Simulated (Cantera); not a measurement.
Charge: 1 mol B2O3, 15 mol H2O, 51 mol N2, at 2073 K and 10.0 mbar.

Cantera equilibrium calculation (NASA polynomials, part measured and part estimated; ideal gas, pure solids and liquids). Candidate condensed phases: B, BN, B2O3, B3O3H3, H2O; 39 gas species. The numbers say what is thermodynamically allowed, not how fast it happens.

Base state: N2 0.752, H2O 0.190, HBO2 0.0277, H2 0.0133, OH 0.00493, O2 0.00491, H 0.00304, NO 0.00139 (mole fractions); condensed: gas only.

Question: What changes in the equilibrium state with this change: H2O from 15 to 2.1 mol?

Answer: 
| species | before | after |
|---|---|---|
| N2 | 0.752 | 0.939 |
| HBO2 | 0.0277 | 0.0268 |
| H2O | 0.190 | 0.0206 |
| H2 | 0.0133 | 0.00334 |
| B2O3 | 0.000470 | 0.00407 |
| O2 | 0.00491 | 0.000919 |
| OH | 0.00493 | 0.00107 |
